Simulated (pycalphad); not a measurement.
## Effect of Si content in Mg-Al-Si

All values are pycalphad results on the COST 507 light-alloy database (1999) (1 atm), not direct measurements. The data set is of 1999 and partly superseded. Phase fractions are per mole of atoms. Kinetics are ignored, which matters at the lower temperatures.

Question: One of these alloys has its liquidus at 903 K, its solidus at 866 K, and holds HCP_A3 0.93, ALMG_GAMMA 0.04, MG2SI 0.03 at 350 K. Which?
A. Mg-2.31Al-1.7Si (at.%)
B. Mg-2.31Al-3.4Si (at.%)
C. Mg-2.31Al-5.1Si (at.%)
D. Mg-2.31Al-0.85Si (at.%)

Answer: D, Mg-2.31Al-0.85Si (at.%). The others: Mg-2.31Al-1.7Si (at.%), liquidus 930, solidus 865; Mg-2.31Al-3.4Si (at.%), liquidus 1004, solidus 862; Mg-2.31Al-5.1Si (at.%), liquidus 1055, solidus 859

Database names, with the compositions (at.%) that they take in these runs: MG2SI: Mg 67 Si 33; ALMG_GAMMA: Mg 59 Al 41. HCP_A3 is hcp.
